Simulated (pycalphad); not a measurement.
Source of the numbers: pycalphad with the COST 507 light-alloy database (1999); pressure 1 atm. The database dates from 1999; later assessments differ in places, in temperatures and in the compounds included.

## Al-4.859Si-1.74Fe (wt.%): equilibrium cooling sequence

```json
[
 {"T (K)": "899.2", "phases above": "liquid", "phases below": "ALFESI_ALPHA + liquid"},
 {"T (K)": "898.7", "phases above": "ALFESI_ALPHA + liquid", "phases below": "ALFESI_ALPHA + fcc + liquid"},
 {"T (K)": "892.6", "phases above": "ALFESI_ALPHA + fcc + liquid", "phases below": "ALFESI_BETA + fcc + liquid"},
 {"T (K)": "848.9", "phases above": "ALFESI_BETA + fcc + liquid", "phases below": "ALFESI_BETA + diamond (Si) + fcc"}
]
```

Changes were sought between steps of 40 K, so a narrower field can be missed.

Database names, with the compositions (at.%) that they take in these runs: ALFESI_BETA: Al 70 Si 15 Fe 15.
